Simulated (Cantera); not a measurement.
**Hydrocarbon pyrolysis for carbon deposition**

A perfectly stirred reactor is fed with CH₄ : N₂ = 1 : 1.8 (molar parts), at 0.0513 atm; it is held at 1675 K, and followed from long to short residence time.

Cantera simulation using GRI-Mech 3.0 (53 species, 325 reactions); the numbers are that mechanism's predictions, not measurements. GRI-Mech 3.0 stops at C3 and has no aromatics, soot or wall deposition, so with more carbon than oxygen in the feed, carbon stays in small species such as C2H2 where larger ones or solid carbon would form.

```csv
τ (s),x CH₄,x C₂H₄,x CH₂,x CH₃,x H₂,x HCN
3.1,0.0319,0.000290,2.46e-7,0.000414,0.359,2.71e-6
0.76,0.0696,0.000769,3.84e-7,0.000785,0.317,8.58e-7
0.18,0.140,0.00258,5.72e-7,0.00140,0.237,2.27e-7
0.044,0.232,0.00672,7.72e-7,0.00213,0.132,4.38e-8
0.011,0.319,0.00707,6.84e-7,0.00233,0.0352,2.83e-9
0.0026,0.354,0.000526,1.31e-7,0.00101,0.00179,1.51e-11
0.00062,0.357,9.11e-6,9.70e-9,0.000263,0.000153,<1e-12
```
x: mole fraction; the columns are a selection and need not sum to one.
